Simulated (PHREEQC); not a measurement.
0.18 g of hydrous ferric oxide (600 m²/g; 0.2 weak and 0.005 strong sites per Fe, Dzombak-Morel constants, diffuse double layer) in 1 kg of water with 0.005 mol/kgw of an inert sodium salt, at 25 °C; the pH is set by adding NaOH or the inert anion's acid. Oxygen alone is held at its pressure in air (log pO2 = -0.68). No CO2 enters from the air. Nothing may precipitate in this run.

Computed with PHREEQC (ion-association model, wateq4f.dat).

Q: Predict surface charge σ (C/m²), surface potential ψ (mV) at pH = 5.62, 6.75, 7.5, 7.88.

A: 
| pH | surface charge σ (C/m²) | surface potential ψ (mV) |
|---|---|---|
| 5.62 | 0.054 | 132 |
| 6.75 | 0.017 | 75 |
| 7.5 | 0.006 | 34 |
| 7.88 | 0.002 | 13 |

The oxide is taken as insoluble; below pH 4 it would dissolve.
